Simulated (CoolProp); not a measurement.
Computed with CoolProp (reference Helmholtz-energy equation of state, Penoncello 2003).

Question: Give the vapour pressure (MPa), liquid cp (kJ/(kg K)), vapour Z, vapour viscosity (µPa s) of saturated CHF3 (R23) at 287.4 K.

Answer: 
```json
[
 {"T (K)": "287.4", "p (MPa)": "3.61", "liquid cp (kJ/(kg K))": "2.70", "vapour Z": "0.526", "vapour viscosity (µPa s)": "17.4"}
]
```

Viscosity comes from a separate model (Shan 2000).
